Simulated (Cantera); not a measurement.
Premixed flame

A freely propagating, adiabatic, planar premixed flame of H2 : O2 : N2 = 1 : 0.217 : 0.817 (molar parts), unburnt at 700 K and 9.87 atm; mixture-averaged transport, grid criteria slope 0.08 and curve 0.16, no radiation.

Cantera simulation using the H2/O2 subset of GRI-Mech 3.0, which has no nitrogen chemistry; the numbers are that mechanism's predictions, not measurements. The hydrogen kinetics of GRI-Mech 3.0 are dated; newer H2 mechanisms differ, most at raised pressure. Burning velocities carry a grid error of a few per cent, more on coarse grids.

```json
[
 {"z (mm)": "-0.0796", "T (K)": "700", "u (m/s)": "11.0", "x H2": "0.492", "x O2": "0.107", "x HO2": "<1e-8", "x H2O": "<1e-8", "x O": "<1e-8", "x OH": "<1e-8"},
 {"z (mm)": "-0.0531", "T (K)": "700", "u (m/s)": "11.0", "x H2": "0.492", "x O2": "0.107", "x HO2": "1.92e-8", "x H2O": "6.07e-8", "x O": "<1e-8", "x OH": "<1e-8"},
 {"z (mm)": "-0.0398", "T (K)": "700", "u (m/s)": "11.0", "x H2": "0.492", "x O2": "0.107", "x HO2": "1.98e-7", "x H2O": "5.25e-7", "x O": "<1e-8", "x OH": "<1e-8"},
 {"z (mm)": "-0.0265", "T (K)": "702", "u (m/s)": "11.0", "x H2": "0.491", "x O2": "0.107", "x HO2": "8.84e-6", "x H2O": "1.68e-5", "x O": "3.95e-8", "x OH": "<1e-8"},
 {"z (mm)": "-0.0133", "T (K)": "782", "u (m/s)": "12.0", "x H2": "0.478", "x O2": "0.107", "x HO2": "0.000895", "x H2O": "0.00401", "x O": "2.42e-5", "x OH": "0.000117"},
 {"z (mm)": "-0.00663", "T (K)": "1075", "u (m/s)": "16.0", "x H2": "0.440", "x O2": "0.0965", "x HO2": "0.000833", "x H2O": "0.0342", "x O": "0.000339", "x OH": "0.000849"},
 {"z (mm)": "0", "T (K)": "1459", "u (m/s)": "21.2", "x H2": "0.376", "x O2": "0.0658", "x HO2": "0.000424", "x H2O": "0.101", "x O": "0.00135", "x OH": "0.00192"},
 {"z (mm)": "0.00663", "T (K)": "1728", "u (m/s)": "24.9", "x H2": "0.322", "x O2": "0.0306", "x HO2": "0.000185", "x H2O": "0.170", "x O": "0.00154", "x OH": "0.00300"},
 {"z (mm)": "0.0133", "T (K)": "1869", "u (m/s)": "26.9", "x H2": "0.295", "x O2": "0.0115", "x HO2": "6.75e-5", "x H2O": "0.207", "x O": "0.000980", "x OH": "0.00335"},
 {"z (mm)": "0.0265", "T (K)": "1990", "u (m/s)": "28.4", "x H2": "0.286", "x O2": "0.00176", "x HO2": "9.86e-6", "x H2O": "0.227", "x O": "0.000435", "x OH": "0.00334"},
 {"z (mm)": "0.0531", "T (K)": "2087", "u (m/s)": "29.6", "x H2": "0.291", "x O2": "0.000163", "x HO2": "1.07e-6", "x H2O": "0.232", "x O": "0.000221", "x OH": "0.00286"},
 {"z (mm)": "0.106", "T (K)": "2166", "u (m/s)": "30.6", "x H2": "0.297", "x O2": "3.87e-5", "x HO2": "3.37e-7", "x H2O": "0.235", "x O": "0.000101", "x OH": "0.00211"},
 {"z (mm)": "0.212", "T (K)": "2223", "u (m/s)": "31.2", "x H2": "0.302", "x O2": "1.48e-5", "x HO2": "1.28e-7", "x H2O": "0.237", "x O": "3.90e-5", "x OH": "0.00138"}
]
```
x: mole fraction of selected species; z is measured from the peak of heat release.

```json
{
 "laminar_burning_velocity": "1100 cm/s",
 "thermal_thickness": "0.0265 mm",
 "peak x(HO2)": "0.00110",
 "peak x(O)": "0.00163",
 "peak x(OH)": "0.00340",
 "grid_points": "112"
}
```
